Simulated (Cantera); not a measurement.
Input: 1 mol SiO2, 0.01 mol Si, 0.025 mol N2, held at 1723.15 K and 13.5 Torr.

Equilibrium computed with Cantera from the NASA thermochemical tables; the gas is ideal and each condensed phase is pure. Candidate condensed phases: Si, SiO2, Si2N2O, Si3N4; 16 gas species. Mutual solubility and eutectic melting of coexisting phases are not modelled. The tables hold silica as quartz up to 1696 K and as liquid above; real silica turns to tridymite and cristobalite and melts near 1996 K. Equilibrium is a limit: real reactors are often held back by kinetics, nucleation or transport.

Question: What is the equilibrium state?

Answer: 
- x(N2) = 0.913
- x(SiO) = 0.0866
- n(SiO2(condensed)) = 0.996 mol
- n(Si2N2O(s)) = 0.00607 mol
- gas amount = 0.02073 mol
- log10 activity of Si(l) (absent) = -2.07
